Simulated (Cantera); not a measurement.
Feed: 1 mol Al(CH3)3, 370 mol NH3, 2.6 mol H2, equilibrated at 36.0 Pa.

Cantera equilibrium calculation (NASA polynomials, part measured and part estimated; ideal gas, pure solids and liquids). Candidate condensed phases: Al, AlN, C, C6H6, C7H8, C8H18; 97 gas species. The feed counts by its element totals alone. The numbers say what is thermodynamically allowed, not how fast it happens.

Task: Which condensed phases are stable at each of these points (T (K)): 1023, 1123, 1223, 1323, 1423, 1523, 1623, 1723, 1823, 1923, 2023, 2123?

Result: 
```
T (K)      condensed phases  Al condensed (%)
-----  --------------------  ----------------
1023   AlN(s) + C(graphite)             100.0
1123   AlN(s) + C(graphite)             100.0
1223   AlN(s) + C(graphite)             100.0
1323   AlN(s) + C(graphite)             100.0
1423   AlN(s) + C(graphite)              99.9
1523   AlN(s) + C(graphite)              97.0
1623   AlN(s) + C(graphite)              33.9
1723            C(graphite)               0.0
1823            C(graphite)               0.0
1923               gas only               0.0
2023               gas only               0.0
2123               gas only               0.0
```

From 1023 K to 1623 K the condensed part is AlN(s) + C(graphite). From 1723 K to 1823 K the condensed part is C(graphite). From 1923 K to 2123 K nothing is condensed.
